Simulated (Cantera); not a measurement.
A freely propagating, adiabatic, planar premixed flame of H₂ : O₂ : N₂ = 1 : 0.278 : 1.28 (molar parts), unburnt at 473 K and 100.0 Torr; mixture-averaged transport, grid criteria slope 0.08 and curve 0.16, no radiation.

Computed with Cantera and the H2/O2 subset of GRI-Mech 3.0, which has no nitrogen chemistry. Burning velocities carry a grid error of a few per cent, more on coarse grids.

x: mole fraction of selected species; z is measured from the peak of heat release.

| z (mm) | T (K) | u (m/s) | x H₂ | x O₂ | x H₂O₂ | x HO₂ | x H₂O | x O |
|---|---|---|---|---|---|---|---|---|
| -17.8 | 473 | 4.08 | 0.391 | 0.109 | <1e-8 | <1e-8 | <1e-8 | <1e-8 |
| -11.8 | 473 | 4.08 | 0.391 | 0.109 | <1e-8 | <1e-8 | <1e-8 | <1e-8 |
| -8.88 | 473 | 4.08 | 0.391 | 0.109 | <1e-8 | <1e-8 | <1e-8 | <1e-8 |
| -5.92 | 473 | 4.08 | 0.391 | 0.109 | <1e-8 | 1.73e-7 | 1.27e-8 | <1e-8 |
| -2.96 | 486 | 4.18 | 0.389 | 0.109 | … | 6.65e-5 | 0.000675 | 8.17e-6 |
| -1.48 | 665 | 5.64 | 0.362 | 0.103 | … | 3.32e-5 | 0.0156 | 0.000166 |
| 0 | 1049 | 8.67 | 0.239 | 0.0621 | … | 1.10e-5 | 0.104 | 0.00366 |
| 1.48 | 1290 | 10.6 | 0.144 | 0.00858 | … | 1.46e-6 | 0.207 | 0.00342 |
| 2.96 | 1380 | 11.2 | 0.137 | 0.00216 | … | 3.38e-7 | 0.221 | 0.00231 |
| 5.92 | 1479 | 12.0 | 0.144 | 0.00152 | 1.42e-7 | 2.13e-7 | 0.223 | 0.00210 |
| 11.8 | 1593 | 12.8 | 0.153 | 0.00120 | … | 1.52e-7 | 0.226 | 0.00178 |
| 23.7 | 1712 | 13.6 | 0.162 | 0.000837 | … | 9.95e-8 | 0.229 | 0.00132 |
| 47.4 | 1824 | 14.4 | 0.170 | 0.000506 | … | 6.09e-8 | 0.232 | 0.000839 |

Fill in the missing entries.


- -2.96, x H₂O₂: 1.89e-6
- -1.48, x H₂O₂: 2.11e-6
- 0, x H₂O₂: 2.26e-7
- 1.48, x H₂O₂: 1.79e-7
- 2.96, x H₂O₂: 1.54e-7
- 11.8, x H₂O₂: 1.06e-7
- 23.7, x H₂O₂: 6.32e-8
- 47.4, x H₂O₂: 3.32e-8
